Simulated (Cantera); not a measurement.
Input: 1 mol BF3, 1.4 mol NH3, 36 mol H2, at 2300 K and 17.3 Torr.

Cantera equilibrium calculation (NASA polynomials, part measured and part estimated; ideal gas, pure solids and liquids). Candidate condensed phases: B, BN; 31 gas species. The tables' values for BF2, BH2 are old estimates; treat these amounts as uncertain. Equilibrium is a limit: real reactors are often held back by kinetics, nucleation or transport.

Base state: H2 0.857, H 0.0591, HF 0.0431, BF 0.0195, N2 0.0167, BF2 0.00389, BF3 0.000315, BHF2 0.000140 (mole fractions); condensed: gas only.

Task: What changes in the equilibrium state with this change: pressure from 17.3 Torr to 0.315 Torr?

Result: 
```json
[
 {"species": "H2", "before": "0.857", "after": "0.570"},
 {"species": "H", "before": "0.0591", "after": "0.356"},
 {"species": "HF", "before": "0.0431", "after": "0.0397"},
 {"species": "N2", "before": "0.0167", "after": "0.0141"},
 {"species": "BF", "before": "0.0195", "after": "0.0195"},
 {"species": "BHF2", "before": "0.000140", "after": "2.35e-6"},
 {"species": "BF3", "before": "0.000315", "after": "7.37e-6"},
 {"species": "BH2", "before": "1.80e-5", "after": "1.43e-6"},
 {"species": "F", "before": "3.52e-6", "after": "2.95e-5"}
]
```
The tables' values for BF2 are old estimates; treat these amounts as uncertain.
